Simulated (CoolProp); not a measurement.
Vapour-liquid equilibrium of dimethyl ether (1) + n-pentane (2) at 259.1 K; x and y are mole fractions of (1).

Model: multi-fluid Helmholtz-energy mixture model, Wu 2011 and Thol 2019; pair parameters Bell 2016, in CoolProp.

Task: Give the bubble pressure and the first vapour's composition at x = 0.05, 0.55, 0.75. Is there an azeotrope?

Result: x = 0.05: 0.01718 MPa, y = 0.316; x = 0.55: 0.1117 MPa, y = 0.951; x = 0.75: 0.1329 MPa, y = 0.971. No azeotrope shows between x = 0.05 and 0.95.

Pair parameters are fitted to limited data, so mixtures are less certain than the pure fluids. The gap from Raoult's law changes sign with composition, which may be real or a fault of the pair parameters; it wasn't checked against measurements.
